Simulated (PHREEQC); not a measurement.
Make-up at 20 °C: 0.019 mol/kgw HF, 0.021 mol/kgw KF and 0.00056 mol/kgw H2SiF6. Closed to the air; pH follows from the charge balance.

All values are PHREEQC results (ion-association model, wateq4f.dat), not measurements.

Precipitation was switched off in this run.

What pH does the model give?

pH 3.15.

In which forms is F present?

F- 45 %, HF 38 %, SiF6-2 7.7 %, HF2- 5.5 %, H2F2 3.9 % of the F.

SiF6-2 is the database's only silicon fluoride.
